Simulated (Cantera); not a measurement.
An isothermal, constant-pressure homogeneous reactor starts with 90.1 % NH3, 9.91 % H2, at 2298 K and 0.0300 bar.

Model: the gas-phase N/H chemistry of the illustrative SiF4/NH3 mechanism in the Surface Chemkin manual (1991), integrated in Cantera. Walls and surfaces, which speed up NH3 decomposition in real reactors, are not modelled.

x: mole fraction; the columns are a selection and need not sum to one.

```tsv
t (s)	x NH3	x H2	x H	x N2	x N2H2
9.00e-6	0.901	0.0991	7.02e-6	6.95e-12	1.09e-9
6.27e-5	0.900	0.0993	2.43e-5	8.12e-8	1.73e-7
0.000437	0.894	0.102	0.000131	0.000286	1.46e-5
0.00304	0.842	0.140	0.000254	0.0136	3.11e-5
0.0212	(withheld)	(withheld)	(withheld)	(withheld)	(withheld)
0.148	0.0756	0.705	0.00236	0.216	1.42e-6
1.03	(withheld)	0.727	(withheld)	0.232	1.02e-12
7.18	1.17e-7	0.721	0.0473	0.231	<1e-12
50.0	1.16e-7	0.721	0.0473	0.231	<1e-12
```

Q: What belongs in the gaps?

A: 
- 0.0212, x NH3: 0.566
- 0.0212, x H2: 0.343
- 0.0212, x H: 0.000636
- 0.0212, x N2: 0.0867
- 0.0212, x N2H2: 1.66e-5
- 1.03, x NH3: 1.33e-6
- 1.03, x H: 0.0414
